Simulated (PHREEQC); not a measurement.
Make-up at 40 °C: 46 mmol/kgw SrCl2, 0.0031 mmol/kgw CO2 and 18 mmol/kgw NaCl. Closed to the air; pH follows from the charge balance.

Model: ion-association model, phreeqc.dat, run in PHREEQC.

Each row changes one thing in this solution. Precipitation was switched off in this run.

```csv
case,pH,SrOH+ (mol/kgw),SI of Halite (NaCl)
as made,5.93,9.12e-10,-4.54
temperature from 40 to 60 °C,___,7.92e-10,___
SrCl2 from 0.046 to 0.0046 mol/kgw,___,1.39e-10,-5.04
NaCl from 0.018 to 0.009 mol/kgw,5.93,9.23e-10,___
CO2 left out,6.74,5.80e-9,-4.54
```

Problem. Complete the blanks.

Solution. 
- temperature from 40 to 60 °C, pH: 5.89
- temperature from 40 to 60 °C, SI of Halite (NaCl): -4.57
- SrCl2 from 0.046 to 0.0046 mol/kgw, pH: 5.98
- NaCl from 0.018 to 0.009 mol/kgw, SI of Halite (NaCl): -4.88

Complexes and solids missing from the database can't appear. Away from 25 °C the constants follow the database's enthalpies or fits; those with neither stay at their 25 °C values.
